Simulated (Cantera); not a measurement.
Input: 1 mol Si₂Cl₆, 0.021 mol HCl, a varied amount of N₂, equilibrated at 49.0 mbar.

These are equilibrium values from Cantera (NASA tables, ideal gas, pure condensed phases), not measurements of a reactor. Candidate condensed phases: NH₄Cl, Si, Si₃N₄; 28 gas species. The feed counts by its element totals alone. N₂ is the only nitrogen source here; it is nearly inert below about 1500 K, so the nitride shown seldom forms there in practice. The tables' values for SiCl₃ are old estimates. Rates play no part.

Q: What condenses at these points (T in K, n(N₂) in mol): (1323, 98); (1473, 31); (1323, 31); (1523, 42)?

A: 
```csv
T (K),n(N₂) in mol,condensed phases,Si condensed (%)
1323,98,Si₃N₄,20.3
1473,31,Si₃N₄,3.5
1323,31,Si₃N₄,21.9
1523,42,gas only,0.0
```
